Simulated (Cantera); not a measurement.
Feed: 1 mol Si₂H₆, a varied amount of N₂O, 100 mol N₂, equilibrated at 752 °C and 0.0100 bar.

These are equilibrium values from Cantera (NASA tables, ideal gas, pure condensed phases), not measurements of a reactor. Candidate condensed phases: H₂O, Si, SiO₂, Si₂N₂O, Si₃N₄; 35 gas species. The feed counts by its element totals alone. Mutual solubility and eutectic melting of coexisting phases are not modelled. Rates play no part.

Question: Which condensed phases are stable at each of these points (n(N₂O) (mol)): 1.4, 1.6, 1.9, 2.3, 2.7, 3.2, 3.9, 4.6, 5.5, 6.5, 7.8, 9.3, 11?

Answer: 
| n(N₂O) (mol) | condensed phases | Si condensed (%) |
|---|---|---|
| 1.4 | SiO₂(β-quartz) + Si₂N₂O(s) | 100.0 |
| 1.6 | SiO₂(β-quartz) + Si₂N₂O(s) | 100.0 |
| 1.9 | SiO₂(β-quartz) + Si₂N₂O(s) | 100.0 |
| 2.3 | SiO₂(β-quartz) + Si₂N₂O(s) | 100.0 |
| 2.7 | SiO₂(β-quartz) + Si₂N₂O(s) | 100.0 |
| 3.2 | SiO₂(β-quartz) + Si₂N₂O(s) | 100.0 |
| 3.9 | SiO₂(β-quartz) + Si₂N₂O(s) | 100.0 |
| 4.6 | SiO₂(β-quartz) | 100.0 |
| 5.5 | SiO₂(β-quartz) | 100.0 |
| 6.5 | SiO₂(β-quartz) | 100.0 |
| 7.8 | SiO₂(β-quartz) | 100.0 |
| 9.3 | SiO₂(β-quartz) | 100.0 |
| 11 | SiO₂(β-quartz) | 100.0 |

From 1.4 mol N₂O to 3.9 mol N₂O the condensed part is SiO₂(β-quartz) + Si₂N₂O(s). From 4.6 mol N₂O to 11 mol N₂O the condensed part is SiO₂(β-quartz).
